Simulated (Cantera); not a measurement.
Mixture: H₂ : O₂ : N₂ : NO = 1 : 0.312 : 1.47 : 0.009 (molar parts), at 1.01 bar, adiabatic and at constant pressure. Ignition delay is the time to a rise of 400 K.

Model: GRI-Mech 3.0 (53 species, 325 reactions), integrated in Cantera. The mechanism lacks 2 NO + O2 → 2 NO2 and HONO, so NO2 and the effect of NO are under-described below about 1400 K. Where the delays flatten at high temperature, the 400 K rule measures the pace of heat release, not the induction time.

Question: Predict: delay at 1275 K; delay at 1350 K; delay at 1425 K; delay at 1500 K; delay at 1575 K.

Answer: 
```json
{
 "delay at 1275 K": "39.0 µs",
 "delay at 1350 K": "30.0 µs",
 "delay at 1425 K": "24.6 µs",
 "delay at 1500 K": "21.5 µs",
 "delay at 1575 K": "19.8 µs"
}
```
